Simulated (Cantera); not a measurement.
## PbO + O2 + N2 (iron carbonyl, mercury and lead vapours)

A closed system holds: 1 mol PbO, 0.2 mol O2, 8.8 mol N2, equilibrated at 31.0 Pa.

These are equilibrium values from Cantera (NASA tables, ideal gas, pure condensed phases), not measurements of a reactor. Candidate condensed phases: Pb, PbO, PbO2, Pb3O4; 12 gas species. Kinetics and transport are ignored.

| T (K) | log p N2 | log p PbO | log p O2 | log p Pb | log p NO | log p O | log p NO2 | log p Pb2 | n PbO(red) | n PbO(yellow) |
|---|---|---|---|---|---|---|---|---|---|---|
| 550 | -3.52 | <-15 | -5.16 | <-15 | -12.36 | <-15 | -13.38 | <-15 | 1.00 | 0 |
| 625 | -3.52 | -15.32 | -5.16 | <-15 | -11.32 | <-15 | -13.01 | <-15 | 1.00 | 0 |
| 700 | -3.52 | -12.78 | -5.16 | <-15 | -10.50 | <-15 | -12.71 | <-15 | 1.00 | 0 |
| 775 | -3.52 | -10.75 | -5.16 | -14.57 | -9.84 | <-15 | -12.47 | <-15 | 0 | 1.000 |
| 850 | -3.52 | -9.08 | -5.16 | -12.16 | -9.30 | -14.71 | -12.27 | <-15 | 0 | 1.000 |
| 925 | -3.52 | -7.69 | -5.16 | -10.14 | -8.84 | -13.45 | -12.11 | <-15 | 0 | 0.999 |
| 1000 | -3.52 | -6.52 | -5.16 | -8.44 | -8.45 | -12.38 | -11.96 | <-15 | 0 | 0.991 |
| 1075 | -3.52 | -5.51 | -5.16 | -6.97 | -8.12 | -11.46 | -11.85 | -14.87 | 0 | 0.906 |
| 1150 | -3.56 | -4.64 | -5.14 | -5.72 | -7.84 | -10.65 | -11.73 | -12.56 | 0 | 0.219 |
| 1225 | -3.57 | -4.58 | -5.07 | -5.34 | -7.56 | -9.91 | -11.58 | -11.97 | 0 | 0 |
log p: log10 of the partial pressure in bar; n: condensed amount in mol.

From 550 K to 700 K the condensed part is PbO(red). From 775 K to 1150 K the condensed part is PbO(yellow). At 1225 K nothing is condensed.
